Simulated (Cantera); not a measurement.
An isothermal, constant-pressure homogeneous reactor starts with 10.7 % H₂, 89.3 % O₂, at 1473 K and 0.00276 atm.

Model: GRI-Mech 3.0 (53 species, 325 reactions), integrated in Cantera. Radical loss at walls, strong at low pressure, is not modelled. The temperature is held fixed by assumption; the heat of reaction is taken as removed at once.

x: mole fraction; the columns are a selection and need not sum to one.

```csv
t (s),x H₂,x O₂,x H,x H₂O₂,x OH
1.00e-5,0.107,0.893,1.16e-8,<1e-12,6.97e-10
2.82e-5,0.107,0.893,3.00e-8,6.39e-12,5.02e-9
7.95e-5,0.107,0.893,7.31e-8,5.04e-11,3.21e-8
0.000224,0.107,0.893,2.19e-7,3.91e-10,1.92e-7
0.000631,0.107,0.893,2.00e-6,?,2.26e-6
0.00178,0.105,0.891,0.000594,?,0.000689
0.00502,0.00352,0.809,0.0199,1.88e-8,0.0133
0.0141,0.00338,0.810,0.0195,1.85e-8,0.0131
0.0399,0.00332,0.812,0.0189,1.85e-8,0.0130
0.112,0.00314,0.816,0.0171,1.84e-8,0.0127
0.317,0.00268,0.828,0.0130,1.81e-8,0.0118
0.893,0.00173,0.851,0.00632,?,0.00962
2.52,0.000612,0.874,0.00126,?,0.00581
7.10,0.000119,0.884,0.000105,?,0.00257
20.0,2.00e-5,0.886,7.19e-6,?,0.00106
```

Q: Some entries are withheld; supply them.

A: 
- 0.000631, x H₂O₂: 2.92e-9
- 0.00178, x H₂O₂: 1.49e-8
- 0.893, x H₂O₂: 1.63e-8
- 2.52, x H₂O₂: 1.11e-8
- 7.10, x H₂O₂: 5.07e-9
- 20.0, x H₂O₂: 1.94e-9
